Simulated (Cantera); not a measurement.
Charge: 1 mol CH4, 0.08 mol NH3, 2.6 mol H2, equilibrated at 1700 K and 34.0 Pa.

These are equilibrium values from Cantera (NASA tables, ideal gas, pure condensed phases), not measurements of a reactor. Candidate condensed phases: C, C6H6, C7H8, C8H18; 92 gas species. Rates play no part.

Base state: H2 0.983, N2 0.00820, H 0.00792, HCN 0.000329, C2H2 (acetylene) 7.22e-5 (mole fractions); condensed: C(graphite).

### Question
What changes in the equilibrium state with this change: NH3 from 0.08 to 0.23 mol?

### Answer
| species | before | after |
|---|---|---|
| H2 | 0.983 | 0.969 |
| N2 | 0.00820 | 0.0224 |
| H | 0.00792 | 0.00787 |
| HCN | 0.000329 | 0.000539 |
| HNC | 9.84e-6 | 1.61e-5 |
| C2H2 (acetylene) | 7.22e-5 | 7.11e-5 |
| C(graphite), mol | 0.998 | 0.996 |
